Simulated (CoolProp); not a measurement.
The fluid at 298.15 K and 0.014 MPa is compressed adiabatically to 0.108 MPa with isentropic efficiency 0.7. The same conditions are run with several fluids, on thermodynamics alone (safety and materials aside).

Model: reference Helmholtz-energy equation of state of each fluid (the fluoroketone C6F12O (FK-5-1-12): McLinden 2015; methane: Setzmann 1991; R115: Lemmon 2016; R134a: Tillner-Roth 1994; CF4 (R14): Platzer 1990), in CoolProp. The equations of Platzer and Polt are older, rougher fits.

```tsv
fluid	work (kJ/kg)	final temperature (K)	final density (kg/m³)
the fluoroketone C6F12O (FK-5-1-12)	22.8	326.4	13.5
methane	568	519.1	0.401
R115	50.2	365.3	5.55
R134a	77.8	384.6	3.48
CF4 (R14)	94.0	419.7	2.73
```
